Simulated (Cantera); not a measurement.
Source: NASA polynomial tables (part measured, part estimated), evaluated in Cantera. Values are per mole of reaction as written; species without (g) are pure solids or liquids, kept so even where they would boil at 1 bar.

6 Cl2(g) + 12 F(g) + Si3N4 = 3 SiCl4(g) + 4 NF3(g), with ΔH° = -2723.1 kJ and ΔS° = -1320.8 J/K at 300 K.

### Question
How far is the shortcut ΔG° ≈ ΔH°(300 K) − T·ΔS°(300 K) from the full temperature-dependent value at 1000, 1150, 1300, 1450, 1600, 1750, 1900, 2050, 2200, 2350 K?

### Answer
```
T (K)  shortcut (kJ)  full (kJ)  difference (kJ)  difference in log10 K
-----  -------------  ---------  ---------------  ---------------------
1000         -1402.3    -1381.3            -21.0                   1.10
1150         -1204.2    -1177.8            -26.3                   1.20
1300         -1006.0     -974.4            -31.7                   1.27
1450          -807.9     -770.9            -37.0                   1.33
1600          -609.8     -567.5            -42.3                   1.38
1750          -411.7     -364.1            -47.6                   1.42
1900          -213.5     -160.6            -52.9                   1.45
2050           -15.4       42.8            -58.2                   1.48
2200           182.7      246.2            -63.5                   1.51
2350           380.9      449.7            -68.8                   1.53
```
The shortcut ignores the heat-capacity change of the reaction.
